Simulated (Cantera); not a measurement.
Equilibrium for chlorosilane synthesis and conversion: Si + Cl2 + H2

Feed: 1 mol Si, 1 mol Cl2, 0.25 mol H2, held at 673 K and 8.00 bar.

Equilibrium computed with Cantera from the NASA thermochemical tables; the gas is ideal and each condensed phase is pure. Candidate condensed phases: Si; 19 gas species. Equilibrium is a limit: real reactors are often held back by kinetics, nucleation or transport.

```yaml
x(SiCl4): 0.549
x(H2): 0.246
x(SiHCl3): 0.200
x(SiH2Cl2): 0.00451
x(HCl): 8.52e-5
x(SiH3Cl): 2.13e-5
x(SiCl3): 4.69e-6
n(Si(s)): 0.463 mol
gas_amount: 0.7127 mol
```
